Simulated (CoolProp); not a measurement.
Properties of carbonyl sulfide along the isobar 0.101 MPa (Tc = 105.6 °C, pc = 6.369 MPa, ω = 0.098).

Computed with CoolProp (reference Helmholtz-energy equation of state, Lemmon 2006). It is a short technical equation, of lower accuracy than the large ones.

| T (°C) | phase | density (kg/m³) | cp (kJ/(kg K)) |
|---|---|---|---|
| -61.15 | liquid | 1198 | 1.172 |
| -40.75 | gas | 3.220 | 0.6556 |
| -20.25 | gas | 2.941 | 0.6682 |
| 0.25 | gas | 2.709 | 0.6829 |
| 20.75 | gas | 2.512 | 0.6979 |
| 41.15 | gas | 2.344 | 0.7126 |
| 61.65 | gas | 2.197 | 0.7268 |
| 82.15 | gas | 2.067 | 0.7403 |
| 102.55 | gas | 1.953 | 0.7529 |
| 123.05 | gas | 1.850 | 0.7649 |
